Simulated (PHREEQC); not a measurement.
Solution A (3.5 mmol/kgw HF and 0.77 mmol/kgw NaF) is mixed with solution B (0.0017 mol/kgw H2SO4, 7.8e-05 mol/kgw ZnSO4 and 0.026 mol/kgw KCl) at 25 °C; shares are by mass of water, 1 kg in all. Oxygen alone is held at its pressure in air (log pO2 = -0.68). No CO2 enters from the air. Only these solids could form: Halite, Sylvite, Zn(OH)2(e).

The numbers come from PHREEQC with the ion-association model, phreeqc.dat.

| share of solution B | pH | Zn+2 (mol/kgw) | SO4-2 (mol/kgw) |
|---|---|---|---|
| 0 | 3.01 | 0 | 0 |
| 0.05 | 2.99 | … | 8.13e-5 |
| 0.1 | 2.96 | 7.48e-6 | 0.000161 |
| 0.15 | 2.94 | 1.11e-5 | … |
| 0.2 | 2.91 | 1.47e-5 | … |
| 0.25 | 2.89 | 1.83e-5 | 0.000394 |
| 0.3 | 2.87 | 2.18e-5 | 0.000469 |
| 0.35 | 2.84 | 2.53e-5 | 0.000543 |
| 0.4 | 2.82 | 2.88e-5 | 0.000615 |
| 0.45 | 2.79 | 3.22e-5 | 0.000687 |
| 0.5 | 2.77 | … | 0.000758 |
| 0.55 | 2.75 | 3.91e-5 | 0.000827 |
| 0.6 | 2.72 | 4.25e-5 | 0.000895 |
| 0.65 | … | 4.58e-5 | 0.000962 |
| 0.7 | 2.68 | 4.92e-5 | 0.00103 |
| 0.75 | 2.66 | 5.25e-5 | 0.00109 |
| 0.8 | 2.64 | 5.59e-5 | 0.00116 |
| 0.85 | 2.62 | … | 0.00122 |
| 0.9 | 2.60 | 6.25e-5 | 0.00128 |
| 0.95 | 2.58 | 6.58e-5 | 0.00134 |
| 1 | 2.56 | 6.91e-5 | 0.00140 |

Task: Some entries are withheld; supply them.

Result: 
- 0.05, Zn+2 (mol/kgw): 3.78e-6
- 0.15, SO4-2 (mol/kgw): 0.000240
- 0.2, SO4-2 (mol/kgw): 0.000317
- 0.5, Zn+2 (mol/kgw): 3.57e-5
- 0.65, pH: 2.70
- 0.85, Zn+2 (mol/kgw): 5.92e-5
